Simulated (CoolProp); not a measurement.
Saturated liquid density (kg/m³) of n-octane: the reference equation beside estimates from Tc = 295.6 °C, pc = 2484 kPa, ω = 0.398. Rackett uses Z = 0.29056 − 0.08775 ω.

Model: reference Helmholtz-energy equation of state, Beckmüller 2019, in CoolProp.

```
T (°C)  reference  Rackett  van der Waals  Redlich-Kwong  Soave-Redlich-Kwong
------  ---------  -------  -------------  -------------  -------------------
122.85      613.9    619.2          343.5          498.4                530.5
126.45      610.4    615.6          341.7          495.1                527.3
130.05      607.0    611.9          339.7          491.7                524.1
133.65      603.5    608.3          337.8          488.2                520.9
137.25      600.0    604.6          335.9          484.7                517.6
140.85      596.4    600.8          333.9          481.2                514.2
144.45      592.8    597.1          331.9          477.6                510.8
148.05      589.2    593.3          329.8          474.0                507.3
151.65      585.5    589.4          327.8          470.3                503.7
155.25      581.8    585.5          325.7          466.5                500.0
158.85      578.0    581.6          323.5          462.7                496.3
```

Absolute difference from the reference over all 11 rows, mean and median: Rackett 0.7 and 0.7 %, van der Waals 44.0 and 44.0 %, Redlich-Kwong 19.3 and 19.3 %, Soave-Redlich-Kwong 13.8 and 13.8 %.
